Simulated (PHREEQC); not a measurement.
Consider water at 55 °C with 0.0029 mol/kgw K3PO4, 0.0026 mol/kgw Na2SeO4 and 0.0058 mol/kgw H2SO4. Closed to the air; pH follows from the charge balance.

Equilibrium calculation in PHREEQC: ion-association model, wateq4f.dat.

This is a speciation only: nothing precipitates in the calculation.

**Question.** Estimate the pH.

**Answer.** pH 2.57.

**Question.** In which forms is Se present?

**Answer.** SeO4-2 86 %, HSeO4- 14 % of the Se.

H3PO4, which wateq4f.dat lacks, is added to it with the constant of phreeqc.dat. At this temperature some constants are extrapolated from 25 °C, and those without enthalpy data are left unchanged.
